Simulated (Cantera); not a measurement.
A perfectly stirred reactor is fed with CH4 : C2H6 : C3H8 : O2 : N2 : CO2 = 1.5 : 0.23 : 0.24 : 4.6 : 36.4 : 8.4 (molar parts), equivalence ratio 1.1, at 1.40 bar; it is adiabatic with a 375 K inlet, and is followed from long to short residence time, starting on the burning branch (τ in s: 0.18, 0.086, 0.041, 0.02, 0.0095, 0.0046, 0.0022, 0.001, 0.0005, 0.00024, 0.00012, 5.6e-05, 2.7e-05).

Detailed kinetics in Cantera: GRI-Mech 3.0 (53 species, 325 reactions).

**Question.** Predict: blow-out, bracketed by the residence times tried; x(CH4) at τ = 0.180 s; x(C2H6) at τ = 0.180 s; x(C3H8) at τ = 0.180 s; x(NO) at τ = 0.180 s; x(H2) at τ = 0.180 s; x(CH4) at τ = 2.20 ms; x(C2H6) at τ = 2.20 ms; x(C3H8) at τ = 2.20 ms.

**Answer.** 
```
Property                                                                      Result
------------------------------------------------  ----------------------------------
blow-out, bracketed by the residence times tried  burning at 0.180 s, out at 86.0 ms
x(CH4) at τ = 0.180 s                                                       0.000956
x(C2H6) at τ = 0.180 s                                                       4.56e-5
x(C3H8) at τ = 0.180 s                                                       1.30e-5
x(NO) at τ = 0.180 s                                                         5.55e-8
x(H2) at τ = 0.180 s                                                         0.00375
x(CH4) at τ = 2.20 ms                                                         0.0292
x(C2H6) at τ = 2.20 ms                                                       0.00448
x(C3H8) at τ = 2.20 ms                                                       0.00467
```
